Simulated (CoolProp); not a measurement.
Aqueous ammonia as a coolant, at 18 °C, 1 atm.

Model: Melinder's fits for secondary coolants, in CoolProp.

```tsv
mass %	freezing point (°C)	conductivity (W/(m K))	viscosity (mPa s)	cp (kJ/(kg K))	density (kg/m³)
3.2	-3.8	0.570	1.13	4.185	984.8
6.4	-8.0	0.549	1.17	4.190	971.8
9.7	-13.1	0.528	1.20	4.195	959.2
12.9	-18.9	0.510	1.24	4.200	947.7
16.1	-25.8	0.493	1.30	4.205	936.7
19.3	-34.3	0.478	1.34	4.211	926.1
22.5	-45.1	0.466	1.35	4.219	915.8
25.8	-59.3	0.456	1.33	4.228	905.6
```
